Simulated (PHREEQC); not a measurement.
Brine (model solution)

Consider water at 25 °C with 0.79 mol MgCl2, 0.36 mol MnCl2 and 0.071 mol LiCl per kg of water. Closed to the air; pH follows from the charge balance.

Equilibrium calculation in PHREEQC: ion-association model with all activity coefficients set to 1, phreeqc.dat.

Precipitation was switched off in this run.

Problem. Predict the pH.

Solution. pH 5.74.

Problem. In which forms is Cl present?

Solution. Cl- 75 %, MnCl2 10 %, MnCl3- 7.6 %, MnCl+ 6.6 % of the Cl.

Ionic strength above about 0.7 mol/kgw puts this run outside the model's range.
